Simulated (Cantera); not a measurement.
**Ignition delay**

Mixture: 3.09 % C2H4, 15.7 % O2, 59.0 % N2, 22.2 % CO2, at 4.10 bar, adiabatic and at constant volume. Ignition delay is the time to a rise of 400 K.

Detailed kinetics in Cantera: GRI-Mech 3.0 (53 species, 325 reactions).

```tsv
T0 (K)	delay (ms)
1125	7.52
1200	0.958
1275	0.153
1350	0.0435
1425	0.0222
```
